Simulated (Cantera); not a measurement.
Mixture: CO : H₂ : CH₄ : O₂ : N₂ = 1 : 0.18 : 0.46 : 1.96 : 7.37 (molar parts), equivalence ratio 0.77, at 2.40 bar, adiabatic and at constant pressure. Ignition delay is the time to a rise of 400 K.

Detailed kinetics in Cantera: GRI-Mech 3.0 (53 species, 325 reactions). Below about 1000 K GRI-Mech 3.0 lacks low-temperature oxidation paths.

Task: What does this change do: pressure from 2.40 bar to 5.00 bar?

Result: 
```
quantity                                                before       after
--------------------------------------------------  ----------  ----------
delay at 950 K                                         30.3 ms     33.7 ms
delay at 1150 K                                        1.58 ms    0.952 ms
delay at 1350 K                                       0.313 ms    0.183 ms
delay at 1550 K                                        84.9 µs     48.1 µs
apparent activation energy between 1450 and 1650 K  110 kJ/mol  120 kJ/mol
```

Task: What does this change do: H2 0.18 to 0.11 parts?

Result: 
```tsv
quantity	before	after
delay at 950 K	30.3 ms	42.4 ms
delay at 1150 K	1.58 ms	3.02 ms
delay at 1350 K	0.313 ms	0.522 ms
delay at 1550 K	84.9 µs	0.120 ms
apparent activation energy between 1450 and 1650 K	110 kJ/mol	130 kJ/mol
```
